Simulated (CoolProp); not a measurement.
Vapour-liquid equilibrium of n-hexane (1) + toluene (2) at 407.6 K; x and y are mole fractions of (1).

Computed with CoolProp (multi-fluid Helmholtz-energy mixture model, Thol 2019 and Lemmon 2006; pair parameters Bell 2016).

Question: Give the bubble pressure and the first vapour's composition at x = 0.5, 0.575, 0.8. Is there an azeotrope?

Answer: x = 0.5: 0.3932 MPa, y = 0.715; x = 0.575: 0.4173 MPa, y = 0.764; x = 0.8: 0.4872 MPa, y = 0.893. No azeotrope shows between x = 0.05 and 0.95.

The pair parameters rest on a limited set of measurements; away from them the model extrapolates.
